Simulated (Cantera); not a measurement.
Cantera run:

```python
import numpy as np
import cantera as ct

gas_names = """
    B BF BF2 BF3 BN B2 F F2 N NF NF2 NF3 N2
""".split()
cond_names = """
    B(b) B(L) BN(s)
""".split()


def load(file, names, dense=False):
    # The tables refer to 1 bar. Condensed volumes are neglected.
    table = {s.name: s for s in ct.Species.list_from_file(file)}
    out = []
    for n in names:
        d = dict(table[n].input_data)
        d["thermo"] = dict(d["thermo"], **{"reference-pressure": 1e5})
        if dense:
            d["equation-of-state"] = {"model": "constant-volume", "density": "1e6 g/cm^3"}
        out.append(ct.Species.from_dict(d))
    return out


gas = ct.Solution(thermo="ideal-gas", species=load("nasa_gas.yaml", gas_names))
cond = {s.name: ct.Solution(thermo="fixed-stoichiometry", species=[s], name=s.name)
        for s in load("nasa_condensed.yaml", cond_names, dense=True)}
atoms = {
    'BN': {'B': 1, 'N': 1},
    'F2': {'F': 2},
}
top_T = {'BN(s)': 3200}  # K; cautious upper limits of use, not melting points


def equilibrate(T, P, feed):
    n = {}
    for name, mol in feed.items():
        for a, k in atoms[name].items():
            n[a] = n.get(a, 0.0) + k * mol
    gas.TPX = T, P, n
    mass = sum(n.values()) * gas.mean_molecular_weight
    gas.equilibrate("TP")
    valid = [c for c in cond.values() if c.min_temp <= T <= top_T.get(c.name, c.max_temp)]
    mix = ct.Mixture([(gas, mass / gas.mean_molecular_weight)] + [(c, 0.0) for c in valid])
    mix.T, mix.P = T, P
    mix.equilibrate("TP", solver="vcs", rtol=1e-11, max_steps=5000)
    return mix


results = []
feed = {'BN': 1, 'F2': 3.3}  # mol
T = 1100  # K
P = 74  # Pa
mix = equilibrate(T, P, feed)
results.append((T, P, feed, dict(zip(mix.species_names, mix.species_moles))))
x = sorted(zip(gas.X, gas.species_names), reverse=True)
print(f"T = {T:g} K  P = {P:g} Pa  gas = {mix.phase_moles(0):.4g} mol")
print("   x: " + "  ".join(f"{s} {v:.3e}" for v, s in x if v > 0.0001))
print("   condensed (mol): " + ("  ".join(f"{mix.phase(i).name} {mix.phase_moles(i):.4g}"
      for i in range(1, mix.n_phases) if mix.phase_moles(i) > 1e-12) or "none"))
```

Result:

```
T = 1100 K  P = 74 Pa  gas = 5.069 mol
   x: F 6.979e-01  BF3 1.973e-01  N2 9.864e-02  F2 6.158e-03
   condensed (mol): none
```

Method: chemical equilibrium by Gibbs-energy minimisation in Cantera with the NASA 1993 tables (ideal gas, pure condensed phases).
